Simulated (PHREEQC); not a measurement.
2 g of hydrous ferric oxide (600 m²/g; 0.2 weak and 0.005 strong sites per Fe, Dzombak-Morel constants, diffuse double layer) in 1 kg of water with 0.001 mol/kgw of an inert sodium salt and 3.3 mmol/kgw NaF, at 25 °C; the pH is set by adding NaOH or the inert anion's acid. O2 is buffered at 0.21 atm. The system is closed to CO2. Nothing may precipitate in this run.

Computed with PHREEQC (ion-association model, wateq4f.dat).

### Question
Predict F sorbed (%), surface charge σ (C/m²), surface potential ψ (mV) at pH = 5.67, 7, 7.67, 9, 11.

### Answer
```csv
pH,F sorbed (%),surface charge σ (C/m²),surface potential ψ (mV)
5.67,66.3,0.020,87
7,32.6,0.006,38
7.67,17.0,0.002,12
9,1.8,-0.009,-51
11,0.0,-0.080,-148
```

Species that the database lacks are ignored. The oxide is taken as insoluble; below pH 4 it would dissolve.
